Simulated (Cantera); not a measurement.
A freely propagating, adiabatic, planar premixed flame of CH4 : H2 : O2 : N2 = 1 : 0.34 : 3.19 : 12 (molar parts), unburnt at 425 K and 360 Torr; mixture-averaged transport, grid criteria slope 0.08 and curve 0.16, no radiation.

Detailed kinetics in Cantera: GRI-Mech 3.0 (53 species, 325 reactions). Burning velocities carry a grid error of a few per cent, more on coarse grids.

### Question
Predict: laminar burning velocity; thermal thickness; peak x(C2H2); peak x(HO2).

### Answer
| Item | Value |
|---|---|
| laminar burning velocity | 59.1 cm/s |
| thermal thickness | 0.861 mm |
| peak x(C2H2) | 5.07e-6 |
| peak x(HO2) | 0.000141 |
